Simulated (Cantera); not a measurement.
An isothermal, constant-pressure homogeneous reactor starts with 46.5 % CH4, 51.2 % H2O, 2.33 % H2, at 1700 K and 750 Torr.

Model: GRI-Mech 3.0 (53 species, 325 reactions), integrated in Cantera.

x: mole fraction; the columns are a selection and need not sum to one.

| t (s) | x CH4 | x H2O | x H2 | x C2H4 | x CH3 |
|---|---|---|---|---|---|
| 0.000200 | 0.455 | 0.510 | 0.0297 | 0.00174 | 0.00173 |
| 0.000538 | 0.429 | 0.504 | 0.0511 | 0.00821 | 0.00206 |
| 0.00145 | 0.366 | 0.482 | 0.114 | 0.0134 | 0.00167 |
| 0.00390 | 0.272 | 0.445 | 0.215 | 0.00708 | 0.00114 |
| 0.0105 | (withheld) | (withheld) | (withheld) | (withheld) | (withheld) |
| 0.0283 | 0.0885 | 0.361 | 0.417 | 0.00291 | 0.000373 |
| 0.0761 | (withheld) | (withheld) | (withheld) | 0.00287 | (withheld) |
| 0.205 | 0.0333 | 0.246 | 0.546 | 0.00252 | 0.000138 |
| 0.552 | 0.0254 | 0.169 | 0.610 | 0.00182 | 9.86e-5 |
| 1.49 | 0.0173 | 0.102 | 0.665 | 0.00104 | 6.41e-5 |
| 4.00 | 0.0105 | 0.0578 | 0.703 | 0.000446 | 3.77e-5 |

Task: Fill in the missing entries.

Result: 
- 0.0105, x CH4: 0.170
- 0.0105, x H2O: 0.403
- 0.0105, x H2: 0.324
- 0.0105, x C2H4: 0.00359
- 0.0105, x CH3: 0.000696
- 0.0761, x CH4: 0.0467
- 0.0761, x H2O: 0.312
- 0.0761, x H2: 0.485
- 0.0761, x CH3: 0.000201
